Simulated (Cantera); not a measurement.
Mixture: CH₄ : H₂ : O₂ : N₂ = 1 : 1 : 2.75 : 10.3 (molar parts), equivalence ratio 0.91, at 0.987 atm, adiabatic and at constant volume. Ignition delay is the time to a rise of 400 K.

Computed with Cantera and GRI-Mech 3.0 (53 species, 325 reactions).

What does this change do: 0.44 parts H2O added?


| quantity | before | after |
|---|---|---|
| delay at 1275 K | 0.425 ms | 0.455 ms |
| delay at 1475 K | 0.122 ms | 0.129 ms |
| delay at 1675 K | 48.8 µs | 50.3 µs |
| delay at 1875 K | 23.0 µs | 23.3 µs |
| delay at 2075 K | 11.9 µs | 11.9 µs |
| apparent activation energy between 1875 and 2075 K | 110 kJ/mol | 110 kJ/mol |
